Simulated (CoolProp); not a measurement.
c-C4F8 (RC318) along the isobar 1.37 MPa: Z from the reference equation and from simpler models built on Tc = 388.4 K, pc = 2.778 MPa, ω = 0.355; each cubic takes its own stable root.

Values from CoolProp's reference Helmholtz-energy equation of state, Platzer 1990. This equation is an older, rougher fit; its heat capacities, sound speeds and derivatives of the liquid may be far off and weren't checked against measurements.

```json
[
 {"T (K)": "243.7", "phase": "liquid", "reference": "0.07956", "Redlich-Kwong": "0.08803", "Soave-Redlich-Kwong": "0.08414"},
 {"T (K)": "269.4", "phase": "liquid", "reference": "0.07585", "Redlich-Kwong": "0.08456", "Soave-Redlich-Kwong": "0.08022"},
 {"T (K)": "295.2", "phase": "liquid", "reference": "0.07358", "Redlich-Kwong": "0.08317", "Soave-Redlich-Kwong": "0.07832"},
 {"T (K)": "320.9", "phase": "liquid", "reference": "0.07293", "Redlich-Kwong": "0.08447", "Soave-Redlich-Kwong": "0.07893"},
 {"T (K)": "346.6", "phase": "liquid", "reference": "0.07485", "Redlich-Kwong": "0.6979", "Soave-Redlich-Kwong": "0.08412"},
 {"T (K)": "372.4", "phase": "gas", "reference": "0.7683", "Redlich-Kwong": "0.7754", "Soave-Redlich-Kwong": "0.7671"},
 {"T (K)": "398.1", "phase": "gas", "reference": "0.8301", "Redlich-Kwong": "0.8244", "Soave-Redlich-Kwong": "0.8281"},
 {"T (K)": "423.9", "phase": "gas", "reference": "0.8703", "Redlich-Kwong": "0.8592", "Soave-Redlich-Kwong": "0.8697"}
]
```

At some of these states Redlich-Kwong gives the other phase, because its saturation line lies elsewhere.
